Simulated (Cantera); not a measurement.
# Premixed flame

A freely propagating, adiabatic, planar premixed flame of 9.93 % CH4, 16.6 % O2, 73.5 % N2, equivalence ratio 1.2, unburnt at 350 K and 16000 Pa; mixture-averaged transport, grid criteria slope 0.08 and curve 0.16, no radiation.

Cantera simulation using GRI-Mech 3.0 (53 species, 325 reactions); the numbers are that mechanism's predictions, not measurements. Burning velocities carry a grid error of a few per cent, more on coarse grids.

| z (mm) | T (K) | u (m/s) | x CH4 | x O2 | x H2O | x HO2 | x HCO | x CH2O |
|---|---|---|---|---|---|---|---|---|
| -6.93 | 350 | 0.528 | 0.0992 | 0.166 | 6.55e-6 | 1.64e-8 | <1e-8 | <1e-8 |
| -4.62 | 351 | 0.531 | 0.0989 | 0.165 | 0.000109 | 3.31e-7 | <1e-8 | 2.25e-7 |
| -3.46 | 357 | 0.542 | 0.0981 | 0.164 | 0.000785 | 2.81e-6 | <1e-8 | 2.70e-6 |
| -2.31 | 433 | 0.663 | 0.0931 | 0.159 | 0.00852 | 3.48e-5 | <1e-8 | 5.09e-5 |
| -1.15 | 890 | 1.39 | 0.0640 | 0.124 | 0.0531 | 4.17e-5 | 5.50e-7 | 0.000409 |
| -0.577 | 1284 | 2.03 | 0.0349 | 0.0854 | 0.0926 | 7.66e-5 | 1.37e-5 | 0.000745 |
| 0 | 1625 | 2.59 | 0.00925 | 0.0431 | 0.130 | 5.11e-5 | 5.12e-5 | 0.000536 |
| 0.577 | 1772 | 2.83 | 0.000947 | 0.0181 | 0.150 | 6.11e-6 | 2.15e-5 | 0.000115 |
| 1.15 | 1805 | 2.87 | 5.26e-5 | 0.00887 | 0.155 | 8.18e-7 | 1.97e-6 | 8.61e-6 |
| 2.31 | 1823 | 2.89 | 1.45e-7 | 0.00482 | 0.155 | 3.85e-7 | 3.63e-8 | 2.73e-8 |
| 4.62 | 1839 | 2.91 | <1e-8 | 0.00386 | 0.154 | 3.13e-7 | 2.60e-8 | <1e-8 |
| 9.24 | 1861 | 2.94 | <1e-8 | 0.00329 | 0.155 | 2.67e-7 | 2.27e-8 | <1e-8 |
| 18.5 | 1892 | 2.98 | <1e-8 | 0.00255 | 0.157 | 2.08e-7 | 1.86e-8 | <1e-8 |
x: mole fraction of selected species; z is measured from the peak of heat release.

```json
{
  "laminar_burning_velocity": "52.8 cm/s",
  "thermal_thickness": "2.31 mm",
  "peak x(HO2)": "8.18e-5",
  "peak x(HCO)": "5.16e-5",
  "peak x(CH2O)": "0.000765",
  "grid_points": "158"
}
```
